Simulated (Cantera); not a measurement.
A closed system holds: 1 mol Al₂O₃, 0.0068 mol C, 5.3 mol N₂, held at 1598.15 K and 10.0 Torr.

These are equilibrium values from Cantera (NASA tables, ideal gas, pure condensed phases), not measurements of a reactor. Candidate condensed phases: Al, AlN, Al₂O₃, C; 32 gas species. Mutual solubility and eutectic melting of coexisting phases are not modelled. Equilibrium is a limit: real reactors are often held back by kinetics, nucleation or transport.

Base state: N₂ 0.999, CO 0.00128 (mole fractions); condensed: AlN(s) + Al₂O₃(s).

**Question.** What changes in the equilibrium state with this change: 0.0098 mol CO₂ added?

**Answer.** 
| species | before | after |
|---|---|---|
| N₂ | 0.999 | 0.997 |
| CO | 0.00128 | 0.00256 |
| CO₂ | 3.94e-9 | 0.000564 |
| AlN(s), mol | 0.00453 | 0 |
| Al₂O₃(s), mol | 0.998 | 1.00 |
